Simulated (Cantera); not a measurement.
Input: 1 mol Fe₂O₃, 0.66 mol SO₂, 0.16 mol CO₂, held at 0.100 bar.

Equilibrium computed with Cantera from the NASA thermochemical tables; the gas is ideal and each condensed phase is pure. Candidate condensed phases: C, Fe, Fe(CO)₅, FeO, FeS, FeSO₄, FeS₂, Fe₂O₃, Fe₂(SO₄)₃, Fe₃O₄, S; 25 gas species. Mutual solubility and eutectic melting of coexisting phases are not modelled. Equilibrium is a limit: real reactors are often held back by kinetics, nucleation or transport.

**Question.** At 1200 °C, list the 5 most abundant gas species with their mole fractions, and the condensed phases.

**Answer.** SO₂ 0.782, CO₂ 0.190, O₂ 0.0267, SO₃ 0.00174, CO 1.19e-5. Condensed: Fe₂O₃(s) + Fe₃O₄(s).
